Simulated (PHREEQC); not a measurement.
**Metal-bearing waste water: an equilibrium model**

Make-up at 25 °C and 300 atm: 0.085 mol FeCl3, 0.0017 mol CaCl2, 0.000425 mol HCl and 0.0165 mol Na2SO4 per kg of water. Closed to the air; pH follows from the charge balance.

The numbers come from PHREEQC with the ion-association model, phreeqc.dat.

This is a speciation only: nothing precipitates in the calculation.

### Question
Estimate the pH.

### Answer
pH 1.95.

### Question
In which forms is Cl present?

### Answer
Cl- 80 %, FeCl+2 13 %, FeCl2+ 7.2 % of the Cl.

The solution is supersaturated, for example in Hematite (slow to form), Goethite (slow to form), so a real one may precipitate; this is no full list. Under pressure, the constants of complexes without a molar volume in the database are unreliable.
